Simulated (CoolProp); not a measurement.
R1336mzz(Z) along the isotherm 429.3 K: fugacity coefficient from the reference equation and from simpler models built on Tc = 444.5 K, pc = 29.04 bar, ω = 0.386; each cubic takes its own stable root.

The numbers come from the reference Helmholtz-energy equation of state, McLinden 2020 in CoolProp.

```csv
p (bar),phase,reference,Redlich-Kwong,Soave-Redlich-Kwong,Peng-Robinson
4.84,gas,0.9333,0.9379,0.9364,0.9302
9.68,gas,0.8676,0.8768,0.8738,0.8625
14.5,gas,?,0.8165,0.8120,0.7965
19.4,gas,0.7360,0.7549,0.7485,0.7297
24.2,liquid,0.6449,0.6878,0.6640,0.6427
29,liquid,0.5518,0.5941,0.5724,0.5521
33.9,liquid,0.4839,0.5254,0.5054,0.4859
38.7,liquid,0.4342,?,0.4562,?
43.6,liquid,0.3947,0.4345,0.4171,0.3985
```

Problem. Fill in the missing entries.

Solution. 
- 14.5, reference: 0.8027
- 38.7, Redlich-Kwong: 0.4747
- 38.7, Peng-Robinson: 0.4371
